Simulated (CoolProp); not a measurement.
Vapour-liquid equilibrium of ethylene (1) + ethane (2) at 259.5 K; x and y are mole fractions of (1).

The numbers come from the multi-fluid Helmholtz-energy mixture model, Smukala 2000 and Bücker 2006; pair parameters Bell 2016 in CoolProp.

```
x      bubble pressure (kPa)  y at the bubble point  dew pressure at overall composition x (kPa)  liquid density (mol/L)
-----  ---------------------  ---------------------  -------------------------------------------  ----------------------
0.05                    1762                  0.077                                         1736                   14.30
0.125                   1866                  0.181                                         1809                   14.29
0.2                     1965                  0.274                                         1885                   14.28
0.275                   2060                  0.359                                         1966                   14.27
0.35                    2153                  0.438                                         2050                   14.27
0.425                   2245                  0.513                                         2137                   14.26
0.5                     2335                  0.584                                         2228                   14.25
0.575                   2426                  0.652                                         2324                   14.24
0.65                    2517                  0.718                                         2423                   14.22
0.725                   2610                  0.782                                         2527                   14.21
0.8                     2704                  0.844                                         2637                   14.18
0.875                   2800                  0.904                                         2754                   14.15
0.95                    2899                  0.962                                         2878                   14.11
```

No azeotrope shows between x = 0.05 and 0.95.

Pair parameters are fitted to limited data, so mixtures are less certain than the pure fluids.
